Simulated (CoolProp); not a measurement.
A single-stage vapour-compression cycle with R125: evaporating at 214.15 K (dew point), condensing at 255.15 K (bubble point), superheat 5 K, subcooling 5 K, compressor efficiency 0.8, no pressure losses. Each further row changes one setting.

Values from CoolProp's reference Helmholtz-energy equation of state, Lemmon 2005.

```json
[
 {"case": "as stated", "cooling COP": "3.60", "pressure ratio": "6.33", "discharge temperature (K)": "276.6", "refrigerating effect (kJ/kg)": "132", "volumetric capacity (kJ/m³)": "514"},
 {"case": "evaporating temperature 219.15 K", "cooling COP": "4.30", "pressure ratio": "4.84", "discharge temperature (K)": "273.7", "refrigerating effect (kJ/kg)": "135", "volumetric capacity (kJ/m³)": "676"},
 {"case": "condensing temperature 250.15 K", "cooling COP": "4.21", "pressure ratio": "5.24", "discharge temperature (K)": "270.5", "refrigerating effect (kJ/kg)": "138", "volumetric capacity (kJ/m³)": "537"},
 {"case": "subcooling 10 K", "cooling COP": "3.76", "pressure ratio": "6.33", "discharge temperature (K)": "276.6", "refrigerating effect (kJ/kg)": "138", "volumetric capacity (kJ/m³)": "537"},
 {"case": "superheat 15 K", "cooling COP": "3.60", "pressure ratio": "6.33", "discharge temperature (K)": "287.3", "refrigerating effect (kJ/kg)": "139", "volumetric capacity (kJ/m³)": "515"},
 {"case": "compressor efficiency 0.7", "cooling COP": "3.15", "pressure ratio": "6.33", "discharge temperature (K)": "283.1", "refrigerating effect (kJ/kg)": "132", "volumetric capacity (kJ/m³)": "514"}
]
```
